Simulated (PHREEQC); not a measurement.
Make-up at 20 °C: 1.4 mol LiCl and 2.2e-05 mol H4SiO4 per kg of water. It is in equilibrium with CO2 at log p = -3.4 (atm). Otherwise closed; pH follows from the charge balance.

Equilibrium calculation in PHREEQC: Pitzer model, pitzer.dat.

```json
{
  "pH": "5.31",
  "ionic_strength": "1.40 mol/kgw",
  "activity_of_water": "0.948",
  "density": "1.031 g/cm³",
  "osmotic_coefficient": "1.068"
}
```

```json
[
 {"species": "Cl-", "molality": "1.40", "activity": "0.818", "log γ": "-0.234"},
 {"species": "Li+", "molality": "1.40", "activity": "1.66", "log γ": "0.073"},
 {"species": "H4SiO4", "molality": "2.20e-5", "activity": "3.16e-5", "log γ": "0.157"},
 {"species": "CO2", "molality": "1.58e-5", "activity": "1.56e-5", "log γ": "-0.006"},
 {"species": "H+", "molality": "3.85e-6", "activity": "4.86e-6", "log γ": "0.101"},
 {"species": "HCO3-", "molality": "3.84e-6", "activity": "1.29e-6", "log γ": "-0.474"},
 {"species": "OH-", "molality": "4.32e-9", "activity": "1.33e-9", "log γ": "-0.511"}
]
```

This is a speciation only: nothing precipitates in the calculation. Complexes and solids missing from the database can't appear. In brines, pH and single-ion activities rest on the MacInnes convention.
